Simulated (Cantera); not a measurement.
Mixture: CH4 : C2H6 : O2 : N2 = 1 : 0.15 : 2.97 : 16.6 (molar parts), at 2.90 bar, adiabatic and at constant volume. Ignition delay is the time to a rise of 400 K.

Detailed kinetics in Cantera: GRI-Mech 3.0 (53 species, 325 reactions).

Task: What does this change do: O2 2.97 to 2.2 parts?

Result: 
```json
[
 {"quantity": "delay at 1023 K", "before": "39.4 ms", "after": "41.9 ms"},
 {"quantity": "delay at 1173 K", "before": "2.97 ms", "after": "3.74 ms"},
 {"quantity": "delay at 1323 K", "before": "0.548 ms", "after": "0.802 ms"},
 {"quantity": "delay at 1473 K", "before": "0.145 ms", "after": "0.215 ms"},
 {"quantity": "delay at 1623 K", "before": "45.4 µs", "after": "63.4 µs"},
 {"quantity": "apparent activation energy between 1548 and 1698 K", "before": "160 kJ/mol", "after": "160 kJ/mol"}
]
```

Task: What does this change do: pressure from 2.90 bar to 13.0 bar?

Result: 
```json
[
 {"quantity": "delay at 1023 K", "before": "39.4 ms", "after": "15.0 ms"},
 {"quantity": "delay at 1173 K", "before": "2.97 ms", "after": "1.21 ms"},
 {"quantity": "delay at 1323 K", "before": "0.548 ms", "after": "0.199 ms"},
 {"quantity": "delay at 1473 K", "before": "0.145 ms", "after": "52.2 µs"},
 {"quantity": "delay at 1623 K", "before": "45.4 µs", "after": "16.9 µs"},
 {"quantity": "apparent activation energy between 1548 and 1698 K", "before": "160 kJ/mol", "after": "150 kJ/mol"}
]
```
The pressure lies above the range GRI-Mech 3.0 was tuned for (to about 10 atm).
